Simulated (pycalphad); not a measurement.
Source of the numbers: pycalphad with the COST 507 light-alloy database (1999); pressure 1 atm. The database dates from 1999; later assessments differ in places, in temperatures and in the compounds included. Kinetics are ignored, which matters at the lower temperatures.

Molar enthalpy of Ti-65.14Si (wt.%) in equilibrium (SER reference):

| T (K) | H (kJ/mol) | phases |
|---|---|---|
| 2600 | 68.55 | liquid |
| 2500 | 65.37 | liquid |
| 2400 | 62.19 | liquid |
| 2300 | 59.02 | liquid |
| 2200 | 55.84 | liquid |
| 2100 | 52.67 | liquid |
| 2000 | 49.49 | liquid |
| 1900 | 46.31 | liquid |
| 1800 | 43.15 | liquid |
| 1700 | 40.01 | liquid |
| 1600 | -6.25 | SI2TI + diamond (Si) |
| 1500 | -9.35 | SI2TI + diamond (Si) |
| 1400 | -12.40 | SI2TI + diamond (Si) |
| 1300 | -15.38 | SI2TI + diamond (Si) |
| 1200 | -18.31 | SI2TI + diamond (Si) |
| 1100 | -21.19 | SI2TI + diamond (Si) |
| 1000 | -24.01 | SI2TI + diamond (Si) |
| 900 | -26.77 | SI2TI + diamond (Si) |
| 800 | -29.47 | SI2TI + diamond (Si) |
| 700 | -32.10 | SI2TI + diamond (Si) |
| 600 | -34.68 | SI2TI + diamond (Si) |
| 500 | -37.17 | SI2TI + diamond (Si) |

Cooling from 1700 K to 1600 K, across the freezing range, releases 46.3 kJ/mol, or 1410 J/g. The slope is 31 J/(mol K) in the liquid and 31 J/(mol K) just below the solidus, where it includes any heat of precipitation. Liquidus 1683 K, solidus 1604 K. Changes were sought between steps of 100 K, so a narrower field can be missed.

Database names, with the compositions (at.%) that they take in these runs: SI2TI: Si 67 Ti 33.
